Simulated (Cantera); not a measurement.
Input (Python, Cantera):

```python
import numpy as np
import cantera as ct

gas = ct.Solution("gri30.yaml")
gas.TPX = 1225, 1333, {'C2H6': 1, 'N2': 40}
inlet = ct.Reservoir(gas, clone=True)

reactor = ct.IdealGasConstPressureReactor(gas, energy="off", clone=False)
exhaust = ct.Reservoir(gas, clone=True)
tau = [1.3, 0.51, 0.2, 0.077, 0.03, 0.012, 0.0045, 0.0018, 0.00069, 0.00027][0]
for a, b in ((inlet, reactor), (reactor, exhaust)):
    ct.MassFlowController(a, b, mdot=lambda t: reactor.mass / tau)
net = ct.ReactorNet([reactor])
show = ['C2H6', 'C2H4', 'HCN', 'H2', 'CH2', 'C2H', 'H']

rows = []
print(f"{'tau/s':>10s}{'T/K':>9s}" + "".join(f"{s:>11s}" for s in show))
for tau in [1.3, 0.51, 0.2, 0.077, 0.03, 0.012, 0.0045, 0.0018, 0.00069, 0.00027]:
    net.initial_time = 0.0
    net.advance(30 * tau)
    before = gas.X
    net.advance(40 * tau)
    drift = np.max(np.abs(gas.X - before) / (gas.X + 1e-9))
    rows.append([gas.T, *gas[show].X, drift])
    print(f"{tau:10.3e}{gas.T:9.1f}" + "".join(f"{x:11.3e}" for x in gas[show].X))
```

Output:

```
     tau/s      T/K       C2H6       C2H4        HCN         H2        CH2        C2H          H
 1.300e+00   1225.0  2.650e-03  9.268e-03  4.093e-09  2.486e-02  1.493e-08  9.969e-10  1.177e-05
 5.100e-01   1225.0  5.879e-03  1.121e-02  3.555e-09  1.828e-02  2.573e-08  6.575e-10  1.134e-05
 2.000e-01   1225.0  1.162e-02  9.564e-03  2.793e-09  1.135e-02  3.645e-08  2.994e-10  9.767e-06
 7.700e-02   1225.0  1.802e-02  5.279e-03  2.006e-09  5.381e-03  3.881e-08  9.760e-11  7.831e-06
 3.000e-02   1225.0  2.199e-02  2.042e-03  1.221e-09  1.975e-03  2.914e-08  2.463e-11  5.989e-06
 1.200e-02   1225.0  2.369e-02  5.794e-04  4.541e-10  5.566e-04  1.310e-08  3.895e-12  3.896e-06
 4.500e-03   1225.0  2.426e-02  8.946e-05  4.382e-11  8.655e-05  2.648e-09  1.110e-13  1.576e-06
 1.800e-03   1225.0  2.437e-02  8.485e-06  4.904e-13  8.100e-06  3.418e-10  1.870e-16  3.671e-07
 6.900e-04   1225.0  2.439e-02  5.328e-07  1.043e-15  4.780e-07  3.016e-11  7.300e-20  5.647e-08
 2.700e-04   1225.0  2.439e-02  3.380e-08  2.154e-18  2.632e-08  2.408e-12  4.389e-23  7.946e-09
```

Cantera simulation using GRI-Mech 3.0 (53 species, 325 reactions); the numbers are that mechanism's predictions, not measurements. GRI-Mech 3.0 stops at C3 and has no aromatics, soot or wall deposition, so with more carbon than oxygen in the feed, carbon stays in small species such as C2H2 where larger ones or solid carbon would form. Radical loss at walls, strong at low pressure, is not modelled.
